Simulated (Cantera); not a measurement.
## Equilibrium for hydrogen reduction and annealing atmospheres: SiO₂ + H₂

Feed: 1 mol SiO₂, 410 mol H₂, equilibrated at 0.133 bar.

These are equilibrium values from Cantera (NASA tables, ideal gas, pure condensed phases), not measurements of a reactor. Candidate condensed phases: H₂O, Si, SiO₂; 18 gas species. The tables hold silica as quartz up to 1696 K and as liquid above; real silica turns to tridymite and cristobalite and melts near 1996 K. Kinetics and transport are ignored.

| T (K) | x H₂ | x H | x SiO | x H₂O | x OH | x SiO₂ | x Si | n SiO₂(β-quartz) |
|---|---|---|---|---|---|---|---|---|
| 850 | 1.00 | 5.61e-11 | <1e-12 | 2.18e-10 | <1e-12 | <1e-12 | <1e-12 | 1.00 |
| 950 | 1.00 | 1.52e-9 | 6.04e-11 | 1.91e-9 | <1e-12 | <1e-12 | <1e-12 | 1.00 |
| 1050 | 1.00 | 2.22e-8 | 6.64e-9 | 1.35e-8 | <1e-12 | <1e-12 | <1e-12 | 1.000 |
| 1150 | 1.00 | 2.04e-7 | 1.44e-7 | 1.48e-7 | <1e-12 | <1e-12 | <1e-12 | 1.000 |
| 1250 | 1.000 | 1.32e-6 | 1.45e-6 | 1.45e-6 | <1e-12 | <1e-12 | <1e-12 | 0.999 |
| 1350 | 1.000 | 6.53e-6 | 1.01e-5 | 1.01e-5 | 1.07e-12 | <1e-12 | 4.46e-12 | 0.996 |
| 1450 | 1.000 | 2.59e-5 | 5.36e-5 | 5.36e-5 | 3.33e-11 | 3.12e-12 | 2.90e-11 | 0.978 |
| 1550 | 0.999 | 8.62e-5 | 0.000228 | 0.000228 | 6.61e-10 | 7.39e-11 | 1.48e-10 | 0.906 |
| 1650 | 0.998 | 0.000249 | 0.000809 | 0.000809 | 9.10e-9 | 1.19e-9 | 6.17e-10 | 0.668 |
| 1750 | 0.995 | 0.000635 | 0.00243 | 0.00243 | 9.11e-8 | 1.34e-8 | 2.18e-9 | 0 |
| 1850 | 0.994 | 0.00147 | 0.00243 | 0.00243 | 2.66e-7 | 1.62e-8 | 6.76e-9 | 0 |
| 1950 | 0.992 | 0.00313 | 0.00243 | 0.00243 | 6.95e-7 | 1.94e-8 | 1.86e-8 | 0 |
x: gas mole fraction; n: condensed amount in mol.

From 850 K to 1650 K the condensed part is SiO₂(β-quartz). From 1750 K to 1950 K nothing is condensed.
